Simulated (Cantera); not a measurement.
# Stirred combustor or abatement burner

A perfectly stirred reactor is fed with CH₄ : C₂H₆ : C₃H₈ : O₂ : N₂ = 1 : 0.15 : 0.037 : 3.39 : 12.7 (molar parts), at 1.90 bar; it is adiabatic with a 500 K inlet, and is followed from long to short residence time, starting on the burning branch (τ in s: 0.055, 0.021, 0.0081, 0.0031, 0.0012, 0.00046, 0.00017, 6.7e-05, 2.6e-05, 9.8e-06).

Model: GRI-Mech 3.0 (53 species, 325 reactions), integrated in Cantera.

| τ (s) | T (K) | x CH₄ | x C₂H₆ | x C₃H₈ | x H₂O | x CH₃ | x NO | x O₂ |
|---|---|---|---|---|---|---|---|---|
| 0.055 | 2148 | 3.02e-6 | 6.43e-8 | 1.74e-8 | 0.147 | 1.42e-6 | 0.000705 | 0.0389 |
| 0.021 | 2141 | 6.74e-6 | 1.58e-7 | 4.23e-8 | 0.146 | 3.10e-6 | 0.000385 | 0.0393 |
| 0.0081 | 2127 | 1.37e-5 | 3.68e-7 | 9.65e-8 | 0.146 | 6.07e-6 | 0.000231 | 0.0398 |
| 0.0031 | 2101 | 2.68e-5 | 8.27e-7 | 2.08e-7 | 0.144 | 1.11e-5 | 0.000147 | 0.0408 |
| 0.0012 | 2060 | 5.22e-5 | 1.79e-6 | 4.29e-7 | 0.142 | 1.99e-5 | 9.59e-5 | 0.0423 |
| 0.00046 | 2003 | 0.000107 | 3.94e-6 | 8.92e-7 | 0.139 | 3.71e-5 | 6.27e-5 | 0.0446 |
| 0.00017 | 1925 | 0.000252 | 9.49e-6 | 2.05e-6 | 0.135 | 7.68e-5 | 3.91e-5 | 0.0484 |
| 6.7e-5 | 1824 | 0.000709 | 2.65e-5 | 5.55e-6 | 0.131 | 0.000182 | 2.05e-5 | 0.0553 |
| 2.6e-5 | 500 | 0.0579 | 0.00868 | 0.00214 | <1e-12 | <1e-12 | <1e-12 | 0.196 |
| 9.8e-6 | 500 | 0.0579 | 0.00868 | 0.00214 | <1e-12 | <1e-12 | <1e-12 | 0.196 |
x: mole fraction; the columns are a selection and need not sum to one.
